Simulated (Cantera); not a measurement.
Ignition delay

Mixture: H2 : O2 : N2 : NO = 1 : 0.357 : 1.34 : 0.0088 (molar parts), at 4.93 atm, adiabatic and at constant pressure. Ignition delay is the time to a rise of 400 K.

Model: GRI-Mech 3.0 (53 species, 325 reactions), integrated in Cantera. The hydrogen kinetics of GRI-Mech 3.0 are dated; newer H2 mechanisms differ, most at raised pressure. The mechanism lacks 2 NO + O2 → 2 NO2 and HONO, so NO2 and the effect of NO are under-described below about 1400 K. Where the delays flatten at high temperature, the 400 K rule measures the pace of heat release, not the induction time.

```tsv
T0 (K)	delay (ms)
1173	0.0166
1273	0.00778
1373	0.00460
1473	0.00312
1573	0.00231
1673	0.00184
1773	0.00155
1873	0.00138
1973	0.00129
2073	0.00126
```
